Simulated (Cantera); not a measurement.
What does this Cantera script print?

```python
import numpy as np
import cantera as ct

gas_names = """
    B BN BO BO2 B2 B2O B2O2 B2O3 N NO NO2 NO3 N2 N2O O O2 O3
""".split()
cond_names = """
    B(b) B(L) BN(s) B2O3(L)
""".split()


def load(file, names, dense=False):
    # The tables refer to 1 bar. Condensed volumes are neglected.
    table = {s.name: s for s in ct.Species.list_from_file(file)}
    out = []
    for n in names:
        d = dict(table[n].input_data)
        d["thermo"] = dict(d["thermo"], **{"reference-pressure": 1e5})
        if dense:
            d["equation-of-state"] = {"model": "constant-volume", "density": "1e6 g/cm^3"}
        out.append(ct.Species.from_dict(d))
    return out


gas = ct.Solution(thermo="ideal-gas", species=load("nasa_gas.yaml", gas_names))
cond = {s.name: ct.Solution(thermo="fixed-stoichiometry", species=[s], name=s.name)
        for s in load("nasa_condensed.yaml", cond_names, dense=True)}
atoms = {
    'B2O3': {'B': 2, 'O': 3},
    'N2': {'N': 2},
    'O2': {'O': 2},
}
top_T = {'BN(s)': 3200}  # K; cautious upper limits of use, not melting points


def equilibrate(T, P, feed):
    n = {}
    for name, mol in feed.items():
        for a, k in atoms[name].items():
            n[a] = n.get(a, 0.0) + k * mol
    gas.TPX = T, P, n
    mass = sum(n.values()) * gas.mean_molecular_weight
    gas.equilibrate("TP")
    valid = [c for c in cond.values() if c.min_temp <= T <= top_T.get(c.name, c.max_temp)]
    mix = ct.Mixture([(gas, mass / gas.mean_molecular_weight)] + [(c, 0.0) for c in valid])
    mix.T, mix.P = T, P
    mix.equilibrate("TP", solver="vcs", rtol=1e-11, max_steps=5000)
    return mix


results = []
feed = {'B2O3': 1, 'N2': 0.25, 'O2': 0.12}  # mol
P = 13332.2  # Pa
for T in [1323, 1423, 1523, 1623, 1723, 1823, 1923, 2023, 2123, 2223, 2323]:
    mix = equilibrate(T, P, feed)
    results.append((T, P, feed, dict(zip(mix.species_names, mix.species_moles))))

top = {s: max(r[3][s] / sum(r[3][g] for g in gas_names) for r in results) for s in gas_names}
cols = sorted((s for s in top if top[s] > 1e-05), key=lambda s: -top[s])[:7]
seen = [c for c in cond_names if any(r[3].get(c, 0) > 1e-12 for r in results)]
print("log10 of partial pressures in bar; condensed amounts in mol")
print(f"{'T/K':>10s}" + "".join(f"{s[:9]:>10s}" for s in cols + seen))
for T, P, feed, n in results:
    ng = sum(n[g] for g in gas_names)
    print(f"{T:10.4g}" + "".join(f"{np.log10(max(n[s] / ng * P / 1e5, 1e-99)):10.3f}" for s in cols)
          + "".join(f"{n.get(c, 0):10.4g}" for c in seen))
```

It prints:

```
log10 of partial pressures in bar; condensed amounts in mol
       T/K      B2O3        N2        O2       BO2        NO         O        BO   B2O3(L)
      1323    -6.459    -1.046    -1.364    -6.832    -4.153    -7.257   -13.561         1
      1423    -5.387    -1.046    -1.365    -5.919    -3.899    -6.553   -11.877         1
      1523    -4.463    -1.046    -1.365    -5.130    -3.679    -5.941   -10.419    0.9999
      1623    -3.658    -1.047    -1.367    -4.441    -3.487    -5.404    -9.144    0.9993
      1723    -2.952    -1.051    -1.371    -3.836    -3.320    -4.931    -8.021    0.9967
      1823    -2.328    -1.064    -1.386    -3.302    -3.182    -4.514    -7.021    0.9857
      1923    -1.773    -1.111    -1.437    -2.834    -3.094    -4.160    -6.118    0.9435
      2023    -1.276    -1.283    -1.622    -2.450    -3.151    -3.910    -5.272    0.7387
      2123    -1.029    -1.622    -2.005    -2.257    -3.400    -3.790    -4.555         0
      2223    -1.037    -1.625    -2.035    -2.119    -3.316    -3.523    -4.099         0
      2323    -1.046    -1.629    -2.075    -1.996    -3.245    -3.284    -3.680         0
```

These are equilibrium values from Cantera (NASA tables, ideal gas, pure condensed phases), not measurements of a reactor.
